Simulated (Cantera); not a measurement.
What does this Cantera script print?

```python
import numpy as np
import cantera as ct

gas = ct.Solution("gri30.yaml")
gas.TPX = 2273, 1333, {'CH4': 0.042, 'H2': 1, 'H': 0.0052}
reactor = ct.IdealGasConstPressureReactor(gas, energy="off", clone=False)
net = ct.ReactorNet([reactor])
net.rtol, net.atol = 1e-08, 1e-18
show = ['CH4', 'H2', 'H', 'C2H2', 'C2H', 'C2H6']
times = np.geomspace(8e-06, 4, 9)

steps = ct.SolutionArray(gas, extra=["t"])
rows = []
print(f"{'t/s':>10s}{'T/K':>9s}{'P/Pa':>11s}" + "".join(f"{s:>11s}" for s in show))
for t in times:
    while net.time < t:
        t_next = net.step()
        steps.append(gas.state, t=t_next)
    rows.append([np.interp(t, steps.t, y) for y in (steps.T, steps.P, *steps(*show).X.T)])
    print(f"{t:10.3e}{rows[-1][0]:9.1f}{rows[-1][1]:11.4g}" + "".join(f"{x:11.3e}" for x in rows[-1][2:]))
rate = np.gradient(steps.T, steps.t)
print("integrator steps:", len(steps.t))
if steps.T.max() > steps.T[0] + 200:
    print(f"time of steepest temperature rise: {steps.t[rate.argmax()]:.4e} s")
gas.TPX = 2273, 1333, {'CH4': 0.042, 'H2': 1, 'H': 0.0052}
gas.equilibrate("TP")
print(f"equilibrium (TP): T = {gas.T:.1f} K  " + "  ".join(f"{s} {gas[s].X[0]:.3e}" for s in show))
```

It prints:

```
       t/s      T/K       P/Pa        CH4         H2          H       C2H2        C2H       C2H6
 8.000e-06   2273.0       1333  3.884e-02  9.561e-01  3.785e-03  6.645e-10  9.340e-14  2.639e-08
 4.125e-05   2273.0       1333  3.779e-02  9.568e-01  3.122e-03  3.850e-07  5.138e-11  8.236e-07
 2.127e-04   2273.0       1333  3.683e-02  9.559e-01  4.167e-03  3.016e-05  5.504e-09  1.646e-06
 1.097e-03   2273.0       1333  3.131e-02  9.526e-01  9.070e-03  1.167e-03  4.668e-07  3.731e-06
 5.657e-03   2273.0       1333  1.070e-02  9.562e-01  1.723e-02  1.211e-02  9.170e-06  9.139e-07
 2.917e-02   2273.0       1333  8.206e-04  9.541e-01  2.617e-02  1.844e-02  2.126e-05  7.965e-09
 1.504e-01   2273.0       1333  4.746e-05  9.413e-01  3.971e-02  1.886e-02  3.346e-05  3.734e-11
 7.757e-01   2273.0       1333  7.148e-06  9.179e-01  6.334e-02  1.865e-02  5.410e-05  1.251e-12
 4.000e+00   2273.0       1333  5.750e-06  9.114e-01  6.998e-02  1.858e-02  5.998e-05  8.759e-13
integrator steps: 1492
equilibrium (TP): T = 2273.0 K  CH4 5.794e-06  H2 9.114e-01  H 6.998e-02  C2H2 1.858e-02  C2H 5.998e-05  C2H6 8.885e-13
```

Model: GRI-Mech 3.0 (53 species, 325 reactions), integrated in Cantera. GRI-Mech 3.0 stops at C3 and has no aromatics, soot or wall deposition, so with more carbon than oxygen in the feed, carbon stays in small species such as C2H2 where larger ones or solid carbon would form. Radical loss at walls, strong at low pressure, is not modelled.
